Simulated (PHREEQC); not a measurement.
A PHREEQC input (ion-association model, wateq4f.dat):

```
SOLUTION 1
  temp 45
  units M
  pH 6.37
  pe 8.5
  Na 0.0419
  K 0.492
  Ca 0.184
  Mg 0.008
  Cl 0.166
  S(6) 0.516 as SO4
  Alkalinity 0.567 as HCO3
  Ba 0.0137
  Li 0.000162
  F 0.000798
  Si 0.00942 as SiO2
END
USE solution 1
EQUILIBRIUM_PHASES 1
  Quartz 0 0.5
  CO2(g) -2 10
END
```

It stops with these messages:

```
ERROR: Calculations terminating due to input errors.
```

The fault: a unit that the program doesn't know. The line should read `units mg/L` where the input has `units M`. With the mend the run ends at pH 5.17 and ionic strength 4.19e-5 mol/kgw.
